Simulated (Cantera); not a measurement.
Mixture: CH₃OH : O₂ : N₂ = 1 : 2.42 : 9.1 (molar parts), at 35000 Pa, adiabatic and at constant volume. Ignition delay is the time to a rise of 400 K.

Detailed kinetics in Cantera: GRI-Mech 3.0 (53 species, 325 reactions). GRI-Mech 3.0 was tuned for natural gas; its chemistry of methanol as a main component is partial and can be far from experiment.

**Question.** What does this change do: O2 2.42 to 0.94 parts?

**Answer.** 
| quantity | before | after |
|---|---|---|
| delay at 1223 K | 18.6 ms | 19.2 ms |
| delay at 1323 K | 4.47 ms | 4.60 ms |
| delay at 1423 K | 1.37 ms | 1.42 ms |
| delay at 1523 K | 0.517 ms | 0.538 ms |
| delay at 1623 K | 0.228 ms | 0.242 ms |
| apparent activation energy between 1573 and 1673 K | 170 kJ/mol | 160 kJ/mol |
